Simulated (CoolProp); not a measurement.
Vapour-liquid equilibrium of propane (1) + R114 (2) at 1140 kPa; x and y are mole fractions of (1).

Values from CoolProp's multi-fluid Helmholtz-energy mixture model, Lemmon 2009 and Platzer 1990; pair parameters Bell 2016. This equation is an older, rougher fit; its heat capacities, sound speeds and derivatives of the liquid may be far off and weren't checked against measurements.

```json
[
 {"x": "0.05", "bubble temperature, mixture model (K)": "356.9", "bubble temperature, Raoult's law (K)": "357.4", "y, mixture model": "0.129", "y, Raoult's law": "0.149"},
 {"x": "0.125", "bubble temperature, mixture model (K)": "349.3", "bubble temperature, Raoult's law (K)": "350.5", "y, mixture model": "0.292", "y, Raoult's law": "0.327"},
 {"x": "0.2", "bubble temperature, mixture model (K)": "342.6", "bubble temperature, Raoult's law (K)": "344.4", "y, mixture model": "0.422", "y, Raoult's law": "0.465"},
 {"x": "0.275", "bubble temperature, mixture model (K)": "336.9", "bubble temperature, Raoult's law (K)": "339.0", "y, mixture model": "0.526", "y, Raoult's law": "0.574"},
 {"x": "0.35", "bubble temperature, mixture model (K)": "331.9", "bubble temperature, Raoult's law (K)": "334.0", "y, mixture model": "0.610", "y, Raoult's law": "0.662"},
 {"x": "0.425", "bubble temperature, mixture model (K)": "327.6", "bubble temperature, Raoult's law (K)": "329.6", "y, mixture model": "0.679", "y, Raoult's law": "0.733"},
 {"x": "0.5", "bubble temperature, mixture model (K)": "323.8", "bubble temperature, Raoult's law (K)": "325.5", "y, mixture model": "0.737", "y, Raoult's law": "0.791"},
 {"x": "0.575", "bubble temperature, mixture model (K)": "320.3", "bubble temperature, Raoult's law (K)": "321.8", "y, mixture model": "0.787", "y, Raoult's law": "0.839"},
 {"x": "0.65", "bubble temperature, mixture model (K)": "317.3", "bubble temperature, Raoult's law (K)": "318.4", "y, mixture model": "0.831", "y, Raoult's law": "0.880"},
 {"x": "0.725", "bubble temperature, mixture model (K)": "314.4", "bubble temperature, Raoult's law (K)": "315.2", "y, mixture model": "0.871", "y, Raoult's law": "0.913"},
 {"x": "0.8", "bubble temperature, mixture model (K)": "311.8", "bubble temperature, Raoult's law (K)": "312.3", "y, mixture model": "0.908", "y, Raoult's law": "0.942"},
 {"x": "0.875", "bubble temperature, mixture model (K)": "309.3", "bubble temperature, Raoult's law (K)": "309.6", "y, mixture model": "0.943", "y, Raoult's law": "0.967"},
 {"x": "0.95", "bubble temperature, mixture model (K)": "306.9", "bubble temperature, Raoult's law (K)": "307.0", "y, mixture model": "0.978", "y, Raoult's law": "0.988"}
]
```

The largest gap from Raoult's law is -2.1 K in bubble temperature, at x = 0.35. No azeotrope shows between x = 0.05 and 0.95.

Pair parameters are fitted to limited data, so mixtures are less certain than the pure fluids.
